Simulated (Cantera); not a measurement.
Feed: 1 mol B2O3, 2.1 mol H2O, 19 mol H2, a varied amount of N2, equilibrated at 1673 K and 0.110 bar.

Method: chemical equilibrium by Gibbs-energy minimisation in Cantera with the NASA 1993 tables (ideal gas, pure condensed phases). Candidate condensed phases: B, BN, B2O3, B3O3H3, H2O; 39 gas species. Gases not in the tables: H3BO3. Kinetics and transport are ignored.

**Question.** At 9.1 mol N2, list the 4 most abundant gas species with their mole fractions, and the condensed phases.

**Answer.** H2 0.608, N2 0.292, HBO2 0.0546, H2O 0.0406. Condensed: gas only.
